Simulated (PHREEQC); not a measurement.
Consider water at 53 °C and 100 atm with 0.55 mol/kgw H2SO4 and 0.15 mol/kgw CuCl2. Closed to the air; pH follows from the charge balance.

Computed with PHREEQC (ion-association model, phreeqc.dat).

Each row changes one thing in this solution. This is a speciation only: nothing precipitates in the calculation.

```json
[
 {"case": "as made", "pH": "0.35", "ionic strength (mol/kgw)": "0.946", "HSO4- (mol/kgw)": "0.500", "SO4-2 (mol/kgw)": "0.0338"},
 {"case": "CuCl2 replaced by NH4Cl at the same molality", "pH": "0.36", "ionic strength (mol/kgw)": "0.762", "HSO4- (mol/kgw)": "0.513", "SO4-2 (mol/kgw)": "0.0309"},
 {"case": "diluted 100-fold with water", "pH": "2.12", "ionic strength (mol/kgw)": "0.0149", "HSO4- (mol/kgw)": "0.00249", "SO4-2 (mol/kgw)": "0.00273"},
 {"case": "temperature from 53 to 30 °C", "pH": "…", "ionic strength (mol/kgw)": "1.01", "HSO4- (mol/kgw)": "0.471", "SO4-2 (mol/kgw)": "0.0527"},
 {"case": "0.15 mol/kgw KCl added", "pH": "0.35", "ionic strength (mol/kgw)": "…", "HSO4- (mol/kgw)": "0.494", "SO4-2 (mol/kgw)": "0.0361"},
 {"case": "CuCl2 left out", "pH": "0.36", "ionic strength (mol/kgw)": "0.606", "HSO4- (mol/kgw)": "0.522", "SO4-2 (mol/kgw)": "0.0282"},
 {"case": "CuCl2 from 0.15 to 0.015 mol/kgw", "pH": "0.36", "ionic strength (mol/kgw)": "…", "HSO4- (mol/kgw)": "0.519", "SO4-2 (mol/kgw)": "0.0288"}
]
```

Q: What belongs in the gaps?

A: 
- temperature from 53 to 30 °C, pH: 0.33
- 0.15 mol/kgw KCl added, ionic strength (mol/kgw): 1.08
- CuCl2 from 0.15 to 0.015 mol/kgw, ionic strength (mol/kgw): 0.646

The ionic strength passes 0.7 mol/kgw, the rough limit of the ion-association models, in as made; CuCl2 replaced by NH4Cl at the same molality; temperature from 53 to 30 °C; 0.15 mol/kgw KCl added. Under pressure, the constants of complexes without a molar volume in the database are unreliable. At this temperature some constants are extrapolated from 25 °C, and those without enthalpy data are left unchanged.
